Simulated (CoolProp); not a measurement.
A Linde-Hampson liquefier for dry air: isothermal reversible compression at 290 K from 1 atm to 5 MPa, throttling to 1 atm, return gas leaving the recuperator 0 K below the feed. Each further row changes one setting.

Values from CoolProp's reference Helmholtz-energy equation of state, Lemmon 2000. It is a pseudo-pure fit of the blend.

```tsv
case	liquid yield per pass	compression work (kJ/kg of gas)
as stated	0.027	323
high pressure 10 MPa	0.052	380
warm-end temperature 320 K	0.020	358
warm-end gap 5 K	0.015	323
```
